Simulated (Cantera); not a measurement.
# Adiabatic ignition

An adiabatic, constant-volume homogeneous reactor starts with 1.72 % CH4, 0.0724 % C2H6, 1.54 % C3H8, 15.6 % O2, 58.6 % N2, 22.4 % H2O, at 1475 K and 200000 Pa.

Cantera simulation using GRI-Mech 3.0 (53 species, 325 reactions); the numbers are that mechanism's predictions, not measurements. GRI-Mech 3.0 was tuned for natural gas; its chemistry of propane as a main component is partial and can be far from experiment.

```csv
t (s),T (K),P (bar),x CH4,x C2H6,x C3H8,x CH2CO,x NO
2.00e-6,1474,2.00,0.0172,0.000722,0.0152,1.67e-8,<1e-12
5.02e-6,1472,2.00,0.0172,0.000728,0.0150,3.20e-7,<1e-12
1.26e-5,1471,2.00,0.0172,0.000859,0.0141,5.27e-6,1.84e-12
3.17e-5,1473,2.01,0.0170,0.00147,0.0116,6.08e-5,1.19e-11
7.96e-5,1574,2.18,0.0138,0.00140,0.00182,0.00168,1.32e-9
0.000200,2593,3.62,<1e-12,<1e-12,<1e-12,<1e-12,0.000282
0.000502,2592,3.62,<1e-12,<1e-12,<1e-12,<1e-12,0.00106
0.00126,2589,3.62,<1e-12,<1e-12,<1e-12,<1e-12,0.00283
0.00317,2584,3.61,<1e-12,<1e-12,<1e-12,<1e-12,0.00602
0.00796,2579,3.60,<1e-12,<1e-12,<1e-12,<1e-12,0.00899
0.0200,2578,3.60,<1e-12,<1e-12,<1e-12,<1e-12,0.00961
0.0502,2578,3.60,<1e-12,<1e-12,<1e-12,<1e-12,0.00962
0.126,2578,3.60,<1e-12,<1e-12,<1e-12,<1e-12,0.00962
0.317,2578,3.60,<1e-12,<1e-12,<1e-12,<1e-12,0.00962
0.796,2578,3.60,<1e-12,<1e-12,<1e-12,<1e-12,0.00962
2.00,2578,3.60,<1e-12,<1e-12,<1e-12,<1e-12,0.00962
```
x: mole fraction; the columns are a selection and need not sum to one.

* **time of steepest temperature rise**: 89.7 µs
* **temperature at 2.00 s**: 2578 K
* **equilibrium temperature**: 2578 K
* **x(CH4) at 2.00 s**: <1e-12 (gas-phase equilibrium <1e-12)
* **x(C2H6) at 2.00 s**: <1e-12 (gas-phase equilibrium <1e-12)
* **x(C3H8) at 2.00 s**: <1e-12 (gas-phase equilibrium <1e-12)
